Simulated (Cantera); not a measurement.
Feed: 1 mol CCl4, 0.035 mol Si, 0.29 mol H2, held at 1.80e-5 bar.

These are equilibrium values from Cantera (NASA tables, ideal gas, pure condensed phases), not measurements of a reactor. Candidate condensed phases: C, C6H6, C7H8, C8H18, Si, SiC; 109 gas species. The tables' values for SiCl3, SiCl are old estimates; treat these amounts as uncertain. Kinetics and transport are ignored.

x: gas mole fraction; n: condensed amount in mol.

| T (°C) | x Cl | x Cl2 | x HCl | x C | x H | x C3 | x SiCl4 | n C(graphite) |
|---|---|---|---|---|---|---|---|---|
| 400 | 5.69e-5 | 0.727 | 0.257 | <1e-12 | <1e-12 | <1e-12 | 0.0155 | 1.000 |
| 600 | 0.00886 | 0.720 | 0.256 | <1e-12 | <1e-12 | <1e-12 | 0.0155 | 1.000 |
| 800 | 0.190 | 0.563 | 0.233 | <1e-12 | 1.21e-11 | <1e-12 | 0.0140 | 1.00 |
| 1000 | 0.726 | 0.101 | 0.164 | <1e-12 | 5.42e-9 | <1e-12 | 0.00989 | 1.00 |
| 1200 | 0.836 | [?] | 0.150 | <1e-12 | [?] | <1e-12 | [?] | 1.00 |
| 1400 | 0.844 | 0.000464 | 0.146 | 3.69e-10 | 9.76e-5 | 9.71e-11 | 0.000379 | 1.00 |
| 1600 | 0.846 | 6.66e-5 | 0.142 | 9.09e-8 | 0.00295 | 5.42e-8 | 1.63e-6 | 1.000 |
| 1800 | 0.855 | 1.41e-5 | 0.101 | 7.71e-6 | 0.0334 | 8.71e-6 | 9.34e-9 | 0.998 |
| 2000 | 0.864 | 3.92e-6 | 0.0292 | 0.000298 | 0.0957 | 0.000561 | 5.59e-12 | 0.983 |
| 2200 | 0.844 | 1.25e-6 | 0.00504 | 0.00635 | 0.117 | 0.0181 | <1e-12 | 0.684 |
| 2400 | 0.783 | 4.24e-7 | 0.000867 | 0.0434 | 0.113 | 0.0446 | <1e-12 | 0 |
| 2600 | 0.740 | [?] | [?] | [?] | 0.107 | [?] | <1e-12 | 0 |
| 2800 | 0.716 | 7.90e-8 | 5.11e-5 | 0.169 | 0.104 | 0.00105 | <1e-12 | 0 |

**Question.** Fill in the missing entries.

**Answer.** 
- 1200, x Cl2: 0.00534
- 1200, x H: 1.29e-6
- 1200, x SiCl4: 0.00834
- 2600, x Cl2: 1.70e-7
- 2600, x HCl: 0.000188
- 2600, x C: 0.121
- 2600, x C3: 0.0148
